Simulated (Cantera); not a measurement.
Input (Python, Cantera) and output of one run.

```python
import numpy as np
import cantera as ct

gas_names = """
    CL CL2 H HCL H2 Si SiCL SiCL2 SiCL3 SiCL4 SiH SiHCL3 SiH2 SiH2CL2 SiH3 SiH3CL SiH4 Si2 Si3
""".split()
cond_names = """
    Si(cr) Si(L)
""".split()


# ... load() reads the species with a 1 bar reference pressure and builds the phases ...
atoms = {
    'SiCl4': {'Si': 1, 'CL': 4},
    'H2': {'H': 2},
    'HCl': {'H': 1, 'CL': 1},
}
top_T = {}  # K; cautious upper limits of use, not melting points


# ... equilibrate(T, P, feed) seeds the gas with the atoms and calls Mixture.equilibrate('TP', solver="vcs", rtol=1e-11, max_steps=5000) ...
results = []
feed = {'SiCl4': 1, 'H2': 22, 'HCl': 1.5}  # mol
P = 49000  # Pa
for T in [873, 1023, 1173, 1323, 1473, 1623, 1773]:
    mix = equilibrate(T, P, feed)
    results.append((T, P, feed, dict(zip(mix.species_names, mix.species_moles))))
    x = sorted(zip(gas.X, gas.species_names), reverse=True)
    print(f"T = {T:g} K  P = {P:g} Pa  gas = {mix.phase_moles(0):.4g} mol")
    print("   x: " + "  ".join(f"{s} {v:.3e}" for v, s in x if v > 1e-05))
    print("   condensed (mol): " + ("  ".join(f"{mix.phase(i).name} {mix.phase_moles(i):.4g}"
          for i in range(1, mix.n_phases) if mix.phase_moles(i) > 1e-12) or "none"))
```

Output:

```
T = 873 K  P = 49000 Pa  gas = 24.5 mol
   x: H2 8.967e-01  HCL 6.245e-02  SiCL4 3.959e-02  SiHCL3 1.217e-03
   condensed (mol): none
T = 1023 K  P = 49000 Pa  gas = 24.5 mol
   x: H2 8.935e-01  HCL 6.569e-02  SiCL4 3.641e-02  SiHCL3 4.191e-03  SiCL3 1.471e-04  SiH2CL2 5.341e-05  SiCL2 1.255e-05
   condensed (mol): none
T = 1173 K  P = 49000 Pa  gas = 24.54 mol
   x: H2 8.861e-01  HCL 7.309e-02  SiCL4 2.983e-02  SiHCL3 8.428e-03  SiCL3 1.474e-03  SiCL2 7.186e-04  SiH2CL2 3.048e-04
   condensed (mol): none
T = 1323 K  P = 49000 Pa  gas = 24.77 mol
   x: H2 8.677e-01  HCL 9.192e-02  SiCL4 1.784e-02  SiHCL3 8.544e-03  SiCL2 8.214e-03  SiCL3 5.176e-03  SiH2CL2 5.863e-04  SiH3CL 1.137e-05
   condensed (mol): none
T = 1473 K  P = 49000 Pa  gas = 25.17 mol
   x: H2 8.427e-01  HCL 1.175e-01  SiCL2 2.349e-02  SiCL3 6.261e-03  SiCL4 5.709e-03  SiHCL3 3.845e-03  SiH2CL2 4.060e-04  H 1.659e-05  SiH3CL 1.252e-05
   condensed (mol): none
T = 1623 K  P = 49000 Pa  gas = 25.39 mol
   x: H2 8.300e-01  HCL 1.305e-01  SiCL2 3.299e-02  SiCL3 3.976e-03  SiCL4 1.118e-03  SiHCL3 1.102e-03  SiH2CL2 1.831e-04  H 8.995e-05  CL 1.114e-05
   condensed (mol): none
T = 1773 K  P = 49000 Pa  gas = 25.46 mol
   x: H2 8.257e-01  HCL 1.346e-01  SiCL2 3.647e-02  SiCL3 2.153e-03  H 3.693e-04  SiHCL3 3.107e-04  SiCL4 2.159e-04  SiH2CL2 8.023e-05  CL 4.626e-05  SiCL 2.375e-05  SiH2 1.054e-05
   condensed (mol): none
```

These are equilibrium values from Cantera (NASA tables, ideal gas, pure condensed phases), not measurements of a reactor. The tables' values for SiCl3, SiCl are old estimates; treat these amounts as uncertain. Gases not in the tables: Si2H6 and higher silanes.
